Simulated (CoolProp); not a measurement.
Saturated liquid density (kg/m³) of the fluoroketone C6F12O (FK-5-1-12): the reference equation beside estimates from Tc = 168.7 °C, pc = 18.69 bar, ω = 0.471. Rackett uses Z = 0.29056 − 0.08775 ω.

The numbers come from the reference Helmholtz-energy equation of state, McLinden 2015 in CoolProp.

```
T (°C)  reference  Rackett  van der Waals
------  ---------  -------  -------------
-15.25       1718     1903           1002
-5.65        1691     1872          987.5
3.85         1664     1841          972.6
13.45        1637     1808          957.0
22.95        1608     1775          941.0
32.55        1579     1741          924.2
42.05        1550     1706          907.0
51.65        1518     1669          888.7
61.15        1487     1632          869.8
70.75        1453     1592          849.8
80.25        1418     1551          828.9
89.75        1381     1509          806.7
99.35        1342     1463          782.8
108.85       1300     1414          757.4
118.45       1253     1361          729.6
```

Absolute difference from the reference over all 15 rows, mean and median: Rackett 9.8 and 9.9 %, van der Waals 41.6 and 41.5 %.
